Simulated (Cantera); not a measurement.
Feed: 1 mol CH3F, 0.27 mol F2, equilibrated at 13.5 Torr.

These are equilibrium values from Cantera (NASA tables, ideal gas, pure condensed phases), not measurements of a reactor. Candidate condensed phases: C, C6H6, C7H8, C8H18; 95 gas species. The numbers say what is thermodynamically allowed, not how fast it happens.

Q: Which condensed phases are stable at each of these points (T (°C)): 2552, 2602, 2652, 2702, 2752, 2802, 2852, 2902, 2952?

A: 
| T (°C) | condensed phases | C condensed (%) |
|---|---|---|
| 2552 | C(graphite) | 94.2 |
| 2602 | C(graphite) | 91.9 |
| 2652 | C(graphite) | 88.1 |
| 2702 | C(graphite) | 81.8 |
| 2752 | C(graphite) | 71.1 |
| 2802 | C(graphite) | 53.1 |
| 2852 | C(graphite) | 22.2 |
| 2902 | gas only | 0.0 |
| 2952 | gas only | 0.0 |

From 2552 °C to 2852 °C the condensed part is C(graphite). From 2902 °C to 2952 °C nothing is condensed.
